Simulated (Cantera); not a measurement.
A Cantera script and what it prints.

```python
import numpy as np
import cantera as ct

gas_names = """
    O2 H2O
""".split()
cond_names = """
    Cu(L) Cu2O(L)
""".split()


# ... load() reads the species with a 1 bar reference pressure and builds the phases ...
species = {s.name: s for s in load("nasa_gas.yaml", gas_names) + load("nasa_condensed.yaml", cond_names)}
T = 1675
g = {n: (s.thermo.h(T) - T * s.thermo.s(T)) / (ct.gas_constant * T * np.log(10)) for n, s in species.items()}
valid = cond_names  # the entries whose range holds T


def stable(la, lb):
    # potentials (over RT ln 10) of the two non-metals from log10 p(O2) and log10 p(H2O) in bar
    mu = {}
    mu["O"] = (g["O2"] + la) / 2
    mu["H"] = (g["H2O"] + lb - 1 * mu["O"]) / 2
    cost = {}
    for n in valid:
        c = species[n].composition
        cost[n] = (g[n] - sum(c.get(e, 0) * m for e, m in mu.items())) / c["Cu"]
    return min(cost, key=cost.get)


results = []
for lb in [0, -1, -2, -3, -4, -5, -6, -7, -8, -9, -10, -11]:
    row = [stable(la, lb) for la in [-7, -6.6, -6.1, -5.7, -5.2, -4.8, -4.4, -3.9, -3.5, -3.1, -2.6, -2.2, -1.8, -1.3, -0.9, -0.4, 0]]
    results.append(row)
    print(f"{lb:6.1f}  " + " ".join(f"{valid.index(n):x}" for n in row))
print("key: " + ", ".join(f"{i:x} {n}" for i, n in enumerate(valid)))
```

Output:

```
   0.0  0 0 0 0 0 0 0 0 0 0 1 1 1 1 1 1 1
  -1.0  0 0 0 0 0 0 0 0 0 0 1 1 1 1 1 1 1
  -2.0  0 0 0 0 0 0 0 0 0 0 1 1 1 1 1 1 1
  -3.0  0 0 0 0 0 0 0 0 0 0 1 1 1 1 1 1 1
  -4.0  0 0 0 0 0 0 0 0 0 0 1 1 1 1 1 1 1
  -5.0  0 0 0 0 0 0 0 0 0 0 1 1 1 1 1 1 1
  -6.0  0 0 0 0 0 0 0 0 0 0 1 1 1 1 1 1 1
  -7.0  0 0 0 0 0 0 0 0 0 0 1 1 1 1 1 1 1
  -8.0  0 0 0 0 0 0 0 0 0 0 1 1 1 1 1 1 1
  -9.0  0 0 0 0 0 0 0 0 0 0 1 1 1 1 1 1 1
 -10.0  0 0 0 0 0 0 0 0 0 0 1 1 1 1 1 1 1
 -11.0  0 0 0 0 0 0 0 0 0 0 1 1 1 1 1 1 1
key: 0 Cu(L), 1 Cu2O(L)
```

Standard-state values (1 bar) from the NASA 1993 polynomials, evaluated with Cantera.
